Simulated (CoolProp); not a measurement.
The numbers come from the reference Helmholtz-energy equation of state, McLinden 2015 in CoolProp.

Problem. Give the vapour pressure (MPa), liquid cp (kJ/(kg K)), vapour Z of saturated the fluoroketone C6F12O (FK-5-1-12) at 364 K.

Solution. 
```tsv
T (K)	p (MPa)	liquid cp (kJ/(kg K))	vapour Z
364	0.355	1.18	0.844
```
